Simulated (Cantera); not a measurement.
An adiabatic, constant-volume homogeneous reactor starts with H₂ : O₂ : N₂ : H₂O = 1 : 0.847 : 3.19 : 0.37 (molar parts), at 1773 K and 1.00 atm. Integrator tolerance rtol = 1e-08.

Cantera simulation using GRI-Mech 3.0 (53 species, 325 reactions); the numbers are that mechanism's predictions, not measurements.

Q: What does this change do: initial temperature 1773 to 975 K?

A: 
| quantity | before | after |
|---|---|---|
| time of steepest temperature rise | 7.05 µs | 24.6 ms |
| temperature at 2.00 s | 2785 K | 2447 K |
| equilibrium temperature | 2785 K | 2447 K |
| x(H₂) at 2.00 s | 0.0166 (gas-phase equilibrium 0.0166) | 0.00323 (gas-phase equilibrium 0.00323) |
| x(O₂) at 2.00 s | 0.0575 (gas-phase equilibrium 0.0575) | 0.0630 (gas-phase equilibrium 0.0630) |
| x(H₂O) at 2.00 s | 0.235 (gas-phase equilibrium 0.235) | 0.268 (gas-phase equilibrium 0.268) |
| x(H₂O₂) at 2.00 s | 8.39e-7 (gas-phase equilibrium 8.39e-7) | 6.43e-7 (gas-phase equilibrium 6.43e-7) |
| x(NO₂) at 2.00 s | 7.31e-6 (gas-phase equilibrium 7.31e-6) | 8.12e-6 (gas-phase equilibrium 8.12e-6) |

Q: What does this change do: constant pressure in place of constant volume?

A: 
```csv
quantity,before,after
time of steepest temperature rise,7.05 µs,7.06 µs
temperature at 2.00 s,2785 K,2681 K
equilibrium temperature,2785 K,2681 K
x(H₂) at 2.00 s,0.0166 (gas-phase equilibrium 0.0166),0.0135 (gas-phase equilibrium 0.0135)
x(O₂) at 2.00 s,0.0575 (gas-phase equilibrium 0.0575),0.0590 (gas-phase equilibrium 0.0590)
x(H₂O) at 2.00 s,0.235 (gas-phase equilibrium 0.235),0.243 (gas-phase equilibrium 0.243)
x(H₂O₂) at 2.00 s,8.39e-7 (gas-phase equilibrium 8.39e-7),6.01e-7 (gas-phase equilibrium 6.01e-7)
x(NO₂) at 2.00 s,7.31e-6 (gas-phase equilibrium 7.31e-6),5.84e-6 (gas-phase equilibrium 5.84e-6)
```
